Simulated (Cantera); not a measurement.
Feed: 1 mol Cu2O, 3.4 mol CO, equilibrated at 285 Torr.

Equilibrium computed with Cantera from the NASA thermochemical tables; the gas is ideal and each condensed phase is pure. Candidate condensed phases: C, Cu, CuO, Cu2O; 15 gas species. Kinetics and transport are ignored.

Q: At 1623 K, list the 3 most abundant gas species with their mole fractions, and the condensed phases.

A: CO 0.706, CO2 0.294, Cu 0.000146. Condensed: Cu(l).
